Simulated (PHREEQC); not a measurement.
Solution (52 °C): 0.072 mol ZnCl2, 0.15 mol KCl, 0.005 mol NiCl2 and 0.23 mol MgSO4 per kg of water. It is in equilibrium with CO2 at log p = -3.4 (atm). Otherwise closed; pH follows from the charge balance.

All values are PHREEQC results (ion-association model, wateq4f.dat), not measurements.

Precipitation was switched off in this run.

Order these S species by the share of S that they hold, largest first: KSO4-, MgSO4, ZnSO4, SO4-2, Zn(SO4)2-2.

MgSO4 (53 %), SO4-2 (28 %), ZnSO4 (7.8 %), KSO4- (6.4 %), Zn(SO4)2-2 (4.6 %)

Order these Cl species by the share of Cl that they hold, largest first: ZnCl4-2, Cl-, ZnCl+, ZnCl3-, ZnCl2.

Cl- (93 %), ZnCl+ (5.0 %), ZnCl2 (1.1 %), ZnCl3- (0.67 %), ZnCl4-2 (0.32 %)

The pH is 5.30 and the ionic strength 0.646 mol/kgw. Away from 25 °C the constants follow the database's enthalpies or fits; those with neither stay at their 25 °C values.
